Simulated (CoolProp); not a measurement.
C3F8 (R218) along the isotherm 200.4 K: Z from the reference equation and from simpler models built on Tc = 345.0 K, pc = 2.640 MPa, ω = 0.317; each cubic takes its own stable root.

Model: reference Helmholtz-energy equation of state, Lemmon 2006, in CoolProp. It is a short technical equation, of lower accuracy than the large ones.

```
p (MPa)   phase  reference
-------  ------  ---------
2.5      liquid     0.1610
5        liquid     0.3207
7.5      liquid     0.4792
10       liquid     0.6366
12.5     liquid     0.7930
15       liquid     0.9484
17.5     liquid      1.103
20       liquid      1.257
```

How far does each simpler model (van der Waals, Soave-Redlich-Kwong, Peng-Robinson) lie from the reference over these 8 states: mean and median of the absolute difference, and the worst?


- van der Waals: mean 54.8 %, median 54.3 %, worst +59.3 % at 200.4 K and 2.5 MPa
- Soave-Redlich-Kwong: mean 4.7 %, median 4.7 %, worst +5.3 % at 200.4 K and 2.5 MPa
- Peng-Robinson: mean 6.7 %, median 6.8 %, worst -6.9 % at 200.4 K and 20 MPa
